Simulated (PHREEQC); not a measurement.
# Acid rinse or clean (model solution)

Dissolve 0.0032 mol/kgw HNO3 and 3.5e-05 mol/kgw FeCl3 at 25 °C. Closed to the air; pH follows from the charge balance.

Equilibrium calculation in PHREEQC: ion-association model, phreeqc.dat.

No solid was allowed to form.

**Question.** Predict the pH, specific conductance.

**Answer.** pH 2.52; specific conductance 1300 µS/cm.

**Question.** In which forms is Fe present?

**Answer.** FeOH+2 58 %, Fe+3 36 %, Fe(OH)2+ 5.3 % of the Fe.

The solution is supersaturated, for example in Hematite (slow to form), Goethite (slow to form), so a real one may precipitate; this is no full list.
